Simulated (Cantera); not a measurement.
Charge: 1 mol Si, 0.53 mol NF₃, 1.4 mol H₂, 3.6 mol Cl₂, equilibrated at 0.0900 Torr.

Method: chemical equilibrium by Gibbs-energy minimisation in Cantera with the NASA 1993 tables (ideal gas, pure condensed phases). Candidate condensed phases: NH₄Cl, Si, Si₃N₄; 49 gas species. Kinetics and transport are ignored. All values below are at 952 °C.

Base state: HCl 0.504, Cl 0.171, SiCl₄ 0.109, Cl₂ 0.0943, SiF₄ 0.0714, N₂ 0.0479, HF 0.00165 (mole fractions); condensed: gas only.

Question: What changes in the equilibrium state with this change: H₂ from 1.4 to 0.67 mol?

Answer: 
| species | before | after |
|---|---|---|
| HCl | 0.504 | 0.268 |
| Cl | 0.171 | 0.260 |
| Cl₂ | 0.0943 | 0.217 |
| SiF₄ | 0.0714 | 0.0797 |
| N₂ | 0.0479 | 0.0533 |
| SiCl₄ | 0.109 | 0.121 |
| HF | 0.00165 | 0.000879 |

Question: What changes in the equilibrium state with this change: NF₃ from 0.53 to 3 mol?

Answer: 
```csv
species,before,after
HF,0.00165,0.241
Cl,0.171,0.212
Cl₂,0.0943,0.144
HCl,0.504,2.04e-6
ClF,2.16e-9,0.119
SiCl₄,0.109,<1e-9
F,1.58e-9,0.0702
N₂,0.0479,0.129
SiF₄,0.0714,0.0859
```
